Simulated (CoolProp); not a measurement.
Model: reference Helmholtz-energy equation of state, Zhou 2014, in CoolProp.

For cyclohexane, give the phase and the speed of sound (m/s), Joule-Thomson coefficient (K/MPa), viscosity (µPa s) at 620 K and 0.071 MPa; 620 K and 2.04 MPa.


- 620 K and 0.071 MPa: gas; speed of sound 251, Joule-Thomson coefficient 4.12, viscosity 13.6
- 620 K and 2.04 MPa: gas; speed of sound 222, Joule-Thomson coefficient 4.96, viscosity 14.6

Viscosity comes from a separate model (Tariq 2014).
